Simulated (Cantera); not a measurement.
A perfectly stirred reactor is fed with N2O : N2 = 1 : 0.16 (molar parts), at 100.0 Torr; it is held at 1175 K, and followed from long to short residence time.

Cantera simulation using GRI-Mech 3.0 (53 species, 325 reactions); the numbers are that mechanism's predictions, not measurements. GRI-Mech 3.0 was tuned for natural gas; its chemistry of N2O as a main component is partial and can be far from experiment. The mechanism lacks the step 2 NO + O2 → 2 NO2, which can matter for NO2 below about 1400 K. The temperature is held fixed by assumption; the heat of reaction is taken as removed at once.

Question: What does this change do: pressure from 100.0 Torr to 14.3 Torr?

Answer: 
```tsv
quantity	before	after
x(N2O) at τ = 11.0 s	0.486	0.774
x(NO2) at τ = 11.0 s	3.92e-5	1.27e-6
x(O2) at τ = 11.0 s	0.119	0.0278
x(NO) at τ = 11.0 s	0.0244	0.00584
x(N2) at τ = 11.0 s	0.371	0.192
x(N2O) at τ = 0.140 s	0.853	0.861
x(NO2) at τ = 0.140 s	4.49e-7	2.33e-9
x(O2) at τ = 0.140 s	0.00272	0.000393
x(NO) at τ = 0.140 s	0.000570	8.25e-5
x(N2) at τ = 0.140 s	0.143	0.139
```
Radical loss at walls, strong at low pressure, is not modelled.
